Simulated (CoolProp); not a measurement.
Vapour-liquid equilibrium of CHF3 (R23) (1) + R143a (2) at 239 kPa; x and y are mole fractions of (1).

Values from CoolProp's multi-fluid Helmholtz-energy mixture model, Penoncello 2003 and Lemmon and Jacobsen 2000; pair parameters Bell 2016.

Q: Give the bubble temperature and the first vapour's composition at x = 0.2, 0.5, 0.8. Is there an azeotrope?

A: x = 0.2: 232.9 K, y = 0.517; x = 0.5: 219.2 K, y = 0.840; x = 0.8: 211.3 K, y = 0.955. No azeotrope shows between x = 0.05 and 0.95.

The pair parameters rest on a limited set of measurements; away from them the model extrapolates. The gap from Raoult's law changes sign with composition, which may be real or a fault of the pair parameters; it wasn't checked against measurements.
